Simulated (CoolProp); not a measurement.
A Linde-Hampson liquefier for normal hydrogen: isothermal reversible compression at 290 K from 1 atm to 20 MPa, throttling to 1 atm, return gas leaving the recuperator 10 K below the feed. Each further row changes one setting.

Computed with CoolProp (reference Helmholtz-energy equation of state, Leachman 2009).

```json
[
 {"case": "as stated", "compression work (kJ/kg of gas)": "6470"},
 {"case": "high pressure 40 MPa", "compression work (kJ/kg of gas)": "7450"},
 {"case": "warm-end temperature 320 K", "compression work (kJ/kg of gas)": "7130"},
 {"case": "warm-end gap 15 K", "compression work (kJ/kg of gas)": "6470"}
]
```
